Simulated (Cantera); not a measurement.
Hydrogen reduction and annealing atmospheres: V2O5 + H2 + H2O

A closed system holds: 1 mol V2O5, 7.1 mol H2, 1 mol H2O, equilibrated at 96.0 Pa.

Cantera equilibrium calculation (NASA polynomials, part measured and part estimated; ideal gas, pure solids and liquids). Candidate condensed phases: H2O, V, VO, V2O3, V2O4, V2O5; 12 gas species. Condensed phases not in the tables: the oxides between V2O3 and V2O5 other than VO2. The numbers say what is thermodynamically allowed, not how fast it happens.

From 850 °C to 1750 °C the condensed part is V2O3(s). At 1850 °C nothing is condensed.

| T (°C) | x H2 | x H2O | x VO2 | x H | x OH | x VO | x O | x O2 | n V2O3(s) |
|---|---|---|---|---|---|---|---|---|---|
| 850 | 0.630 | 0.370 | 1.23e-11 | 1.09e-6 | 3.30e-9 | <1e-12 | <1e-12 | <1e-12 | 1.00 |
| 950 | 0.630 | 0.370 | 8.49e-10 | 7.70e-6 | 4.08e-8 | <1e-12 | <1e-12 | <1e-12 | 1.00 |
| 1050 | 0.630 | 0.370 | 3.03e-8 | 4.06e-5 | 3.46e-7 | 8.07e-12 | 2.11e-11 | 6.06e-12 | 1.00 |
| 1150 | 0.629 | 0.370 | 6.46e-7 | 0.000170 | 2.17e-6 | 3.45e-10 | 5.27e-10 | 1.47e-10 | 1.000 |
| 1250 | 0.629 | 0.370 | 9.09e-6 | 0.000592 | 1.07e-5 | 8.84e-9 | 8.66e-9 | 2.37e-9 | 1.000 |
| 1350 | 0.628 | 0.370 | 9.10e-5 | 0.00177 | 4.36e-5 | 1.50e-7 | 1.01e-7 | 2.71e-8 | 1.000 |
| 1450 | 0.626 | 0.369 | 0.000689 | 0.00466 | 0.000150 | 1.80e-6 | 8.89e-7 | 2.34e-7 | 0.997 |
| 1550 | 0.620 | 0.364 | 0.00412 | 0.0110 | 0.000450 | 1.62e-5 | 6.14e-6 | 1.59e-6 | 0.983 |
| 1650 | 0.608 | 0.347 | 0.0200 | 0.0237 | 0.00117 | 0.000117 | 3.39e-5 | 8.43e-6 | 0.916 |
| 1750 | 0.581 | 0.291 | 0.0777 | 0.0467 | 0.00244 | 0.000720 | 0.000142 | 3.07e-5 | 0.646 |
| 1850 | 0.534 | 0.188 | 0.186 | 0.0846 | 0.00369 | 0.00329 | 0.000415 | 6.22e-5 | 0 |
x: gas mole fraction; n: condensed amount in mol.
